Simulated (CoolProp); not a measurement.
Properties of ethanol at several states (Tc = 241.6 °C, pc = 62.68 bar, ω = 0.644).

Model: reference Helmholtz-energy equation of state, Schroeder 2014, in CoolProp.

```tsv
T (°C)	p (bar)	phase	density (kg/m³)	cv (kJ/(kg K))	expansivity (1/kK)	fugacity coefficient
94.15	6.17	liquid	…	…	…	…
344.05	1.03	gas	0.9265	2.215	1.636	0.9980
-55.25	48.7	liquid	856.4	…	…	2.554e-6
```

Q: Fill in the missing entries.

A: 
- 94.15, density (kg/m³): 721.0
- 94.15, cv (kJ/(kg K)): 2.548
- 94.15, expansivity (1/kK): 1.478
- 94.15, fugacity coefficient: 0.2852
- -55.25, cv (kJ/(kg K)): 1.607
- -55.25, expansivity (1/kK): 1.005
